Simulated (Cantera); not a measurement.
Cantera run, input and output.

```python
import numpy as np
import cantera as ct

gas = ct.Solution("h2o2.yaml")
gas.TPX = 675, 660000, {'H2': 1, 'O2': 0.357, 'N2': 1.34, 'H2O': 0.27}
flame = ct.FreeFlame(gas, width=0.011)
flame.set_refine_criteria(ratio=3, slope=0.08, curve=0.16)
flame.transport_model = "mixture-averaged"
flame.solve(loglevel=0, auto=True)
z, T = flame.grid, flame.T
thick = (T[-1] - T[0]) / np.gradient(T, z).max()
show = ['H2', 'O2', 'H2O', 'HO2', 'H2O2', 'OH']
print(f"laminar burning velocity  {flame.velocity[0] * 100:.3f} cm/s")
print(f"burnt temperature         {T[-1]:.1f} K")
print(f"thermal thickness         {thick * 1e3:.4f} mm")
print(f"grid points               {len(z)}")
z0 = z[flame.heat_release_rate.argmax()]
print(f"{'z/mm':>9s}{'T/K':>9s}{'u/(m/s)':>9s}" + "".join(f"{s:>11s}" for s in show))
rows = []
for k in (-3, -2, -1.5, -1, -0.5, -0.25, 0, 0.25, 0.5, 1, 2, 4, 8):
    zz = z0 + k * thick
    rows.append([k * thick, np.interp(zz, z, T), np.interp(zz, z, flame.velocity),
                 *(np.interp(zz, z, flame.X[gas.species_index(s)]) for s in show)])
    print(f"{rows[-1][0] * 1e3:9.3f}{rows[-1][1]:9.1f}{rows[-1][2]:9.3f}" + "".join(f"{x:11.3e}" for x in rows[-1][3:]))
```

Output:

```
laminar burning velocity  823.419 cm/s
burnt temperature         2389.1 K
thermal thickness         0.0394 mm
grid points               111
     z/mm      T/K  u/(m/s)         H2         O2        H2O        HO2       H2O2         OH
   -0.118    675.0    8.234  3.370e-01  1.203e-01  9.100e-02  1.976e-10  4.070e-12  7.738e-15
   -0.079    675.0    8.234  3.370e-01  1.203e-01  9.101e-02  1.320e-08  2.773e-10  1.859e-12
   -0.059    675.1    8.232  3.368e-01  1.204e-01  9.105e-02  1.361e-07  2.897e-09  2.975e-11
   -0.039    676.3    8.231  3.353e-01  1.206e-01  9.130e-02  5.017e-06  1.112e-07  2.686e-09
   -0.020    730.3    8.712  3.189e-01  1.218e-01  9.638e-02  6.817e-04  2.322e-05  4.550e-05
   -0.010   1002.5   11.579  2.783e-01  1.131e-01  1.273e-01  1.134e-03  9.854e-05  9.750e-04
    0.000   1416.7   15.938  2.112e-01  8.217e-02  1.991e-01  5.229e-04  3.176e-05  2.812e-03
    0.010   1714.5   19.069  1.510e-01  4.313e-02  2.739e-01  2.236e-04  5.474e-06  6.246e-03
    0.020   1879.5   20.784  1.199e-01  2.006e-02  3.163e-01  9.335e-05  3.375e-06  9.157e-03
    0.039   2034.8   22.338  1.045e-01  6.326e-03  3.435e-01  2.710e-05  1.888e-06  1.097e-02
    0.079   2162.4   23.552  1.031e-01  2.538e-03  3.558e-01  1.053e-05  1.067e-06  9.795e-03
    0.158   2258.9   24.437  1.037e-01  1.149e-03  3.644e-01  4.439e-06  6.139e-07  7.276e-03
    0.316   2322.5   25.004  1.042e-01  4.532e-04  3.704e-01  1.530e-06  3.161e-07  4.806e-03
```

Cantera simulation using the H2/O2 subset of GRI-Mech 3.0, which has no nitrogen chemistry; the numbers are that mechanism's predictions, not measurements. The hydrogen kinetics of GRI-Mech 3.0 are dated; newer H2 mechanisms differ, most at raised pressure. Burning velocities carry a grid error of a few per cent, more on coarse grids.
